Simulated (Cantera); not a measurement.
Cantera run, input and output.

```python
import numpy as np
import cantera as ct

gas = ct.Solution("gri30.yaml", transport_model="mixture-averaged")
show = ['CH4', 'C2H2', 'OH']

rows = []
print(f"{'T/K':>7s}{'rho':>11s}{'cp':>10s}{'mu':>11s}{'lambda':>11s}{'Pr':>7s}" + "".join(f"{'D_' + s:>11s}" for s in show))
for T in [400, 500, 600, 700, 800, 900]:
    gas.TPX = T, 350, {'C3H8': 0.25}
    Pr = gas.cp_mass * gas.viscosity / gas.thermal_conductivity
    D = [gas.mix_diff_coeffs_mole[gas.species_index(s)] for s in show]
    rows.append([gas.density, gas.cp_mass, gas.viscosity, gas.thermal_conductivity, Pr, *D])
    print(f"{T:7g}{gas.density:11.4e}{gas.cp_mass:10.1f}{gas.viscosity:11.4e}"
          f"{gas.thermal_conductivity:11.4e}{Pr:7.3f}" + "".join(f"{d:11.4e}" for d in D))
print("SI units: kg/m3, J/kg/K, Pa s, W/m/K, m2/s")
```

Output:

```
    T/K        rho        cp         mu     lambda     Pr      D_CH4     D_C2H2       D_OH
    400 4.6407e-03    2133.9 1.0870e-05 3.0696e-02  0.756 6.1925e-03 4.5189e-03 8.4390e-03
    500 3.7126e-03    2549.2 1.3269e-05 4.4852e-02  0.754 9.2847e-03 6.8363e-03 1.2513e-02
    600 3.0938e-03    2917.3 1.5474e-05 5.9781e-02  0.755 1.2841e-02 9.5156e-03 1.7175e-02
    700 2.6518e-03    3237.2 1.7519e-05 7.4960e-02  0.757 1.6825e-02 1.2528e-02 2.2382e-02
    800 2.3203e-03    3511.9 1.9434e-05 9.0116e-02  0.757 2.1210e-02 1.5850e-02 2.8102e-02
    900 2.0625e-03    3748.9 2.1240e-05 1.0510e-01  0.758 2.5974e-02 1.9464e-02 3.4309e-02
SI units: kg/m3, J/kg/K, Pa s, W/m/K, m2/s
```

Computed with Cantera and GRI-Mech 3.0 (53 species, 325 reactions).
